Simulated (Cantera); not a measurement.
What does this Cantera script print?

```python
import numpy as np
import cantera as ct

gas = ct.Solution("gri30.yaml")
gas.TPX = 348, 1000000, {'CH4': 1, 'C2H6': 0.51, 'O2': 2.1, 'N2': 7.91}
inlet = ct.Reservoir(gas, clone=True)
gas.equilibrate("HP")  # start burning
reactor = ct.IdealGasConstPressureReactor(gas, energy="on", clone=False)
exhaust = ct.Reservoir(gas, clone=True)
tau = [0.057, 0.025, 0.011, 0.0049, 0.0022, 0.00097, 0.00043, 0.00019, 8.3e-05, 3.7e-05, 1.6e-05][0]
for a, b in ((inlet, reactor), (reactor, exhaust)):
    ct.MassFlowController(a, b, mdot=lambda t: reactor.mass / tau)
net = ct.ReactorNet([reactor])
show = ['CH4', 'C2H6', 'O2', 'C2H4', 'OH']

rows = []
print(f"{'tau/s':>10s}{'T/K':>9s}" + "".join(f"{s:>11s}" for s in show))
for tau in [0.057, 0.025, 0.011, 0.0049, 0.0022, 0.00097, 0.00043, 0.00019, 8.3e-05, 3.7e-05, 1.6e-05]:
    net.initial_time = 0.0
    net.advance(30 * tau)
    before = gas.X
    net.advance(40 * tau)
    drift = np.max(np.abs(gas.X - before) / (gas.X + 1e-9))
    rows.append([gas.T, *gas[show].X, drift])
    print(f"{tau:10.3e}{gas.T:9.1f}" + "".join(f"{x:11.3e}" for x in gas[show].X))
```

Output:

```
     tau/s      T/K        CH4       C2H6         O2       C2H4         OH
 5.700e-02   1820.9  1.031e-02  1.366e-05  4.129e-04  2.137e-04  5.885e-06
 2.500e-02   1829.5  1.231e-02  2.596e-05  8.175e-04  2.809e-04  7.686e-06
 1.100e-02   1833.0  1.433e-02  4.973e-05  1.586e-03  3.962e-04  9.968e-06
 4.900e-03   1827.6  1.627e-02  9.707e-05  2.990e-03  6.106e-04  1.262e-05
 2.200e-03   1807.9  1.810e-02  1.983e-04  5.513e-03  1.033e-03  1.537e-05
 9.700e-04   1762.4  2.020e-02  4.522e-04  1.038e-02  1.973e-03  1.754e-05
 4.300e-04   1653.1  2.482e-02  1.348e-03  2.243e-02  4.624e-03  1.680e-05
 1.900e-04    348.0  8.681e-02  4.427e-02  1.823e-01 -1.742e-17  1.949e-33
 8.300e-05    348.0  8.681e-02  4.427e-02  1.823e-01 -1.395e-20  2.274e-35
 3.700e-05    348.0  8.681e-02  4.427e-02  1.823e-01 -8.809e-22  1.497e-36
 1.600e-05    348.0  8.681e-02  4.427e-02  1.823e-01 -5.564e-23  5.138e-39
```

Cantera simulation using GRI-Mech 3.0 (53 species, 325 reactions); the numbers are that mechanism's predictions, not measurements.
